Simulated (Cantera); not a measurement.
Input: 1 mol FeCl2, 0.33 mol H2, 1.3 mol N2, equilibrated at 1300 °C.

These are equilibrium values from Cantera (NASA tables, ideal gas, pure condensed phases), not measurements of a reactor. Candidate condensed phases: Fe, FeCl2, FeCl3, NH4Cl; 18 gas species. Equilibrium is a limit: real reactors are often held back by kinetics, nucleation or transport.

x: gas mole fraction; n: condensed amount in mol.

```csv
P (Pa),x N2,x FeCl2,x HCl,x Fe,x H2,x Cl,x H,n Fe(γ)
0.100,0.430,0.223,0.174,0.108,0.0190,0.0409,0.00560,0
0.720,0.456,0.278,0.137,0.0724,0.0455,0.00774,0.00323,0
5.20,0.487,0.304,0.139,0.0126,0.0537,0.00268,0.00131,0.155
37,0.493,0.308,0.141,0.00178,0.0545,0.00101,0.000494,0.182
270,0.494,0.309,0.141,___,0.0547,___,___,0.186
1900,0.494,0.309,0.141,3.46e-5,0.0548,0.000142,6.90e-5,0.186
14000,0.494,0.309,0.141,___,0.0549,___,___,0.186
100000,0.495,0.306,0.141,6.57e-7,0.0552,1.94e-5,9.55e-6,0.185
```

Problem. Fill in the missing entries.

Solution. 
- 270, x Fe: 0.000244
- 270, x Cl: 0.000375
- 270, x H: 0.000183
- 14000, x Fe: 4.70e-6
- 14000, x Cl: 5.21e-5
- 14000, x H: 2.55e-5
